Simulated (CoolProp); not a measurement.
Vapour-liquid equilibrium of o-xylene (1) + n-undecane (2) at 3.7 bar; x and y are mole fractions of (1).

Values from CoolProp's multi-fluid Helmholtz-energy mixture model, Zhou 2012 and Aleksandrov 2011; pair parameters Bell 2016.

**Question.** Give the bubble temperature and the first vapour's composition at x = 0.2, 0.5, 0.65. Is there an azeotrope?

**Answer.** x = 0.2: 242.8 °C, y = 0.361; x = 0.5: 224.2 °C, y = 0.717; x = 0.65: 216.2 °C, y = 0.831. No azeotrope shows between x = 0.05 and 0.95.

Pair parameters are fitted to limited data, so mixtures are less certain than the pure fluids.
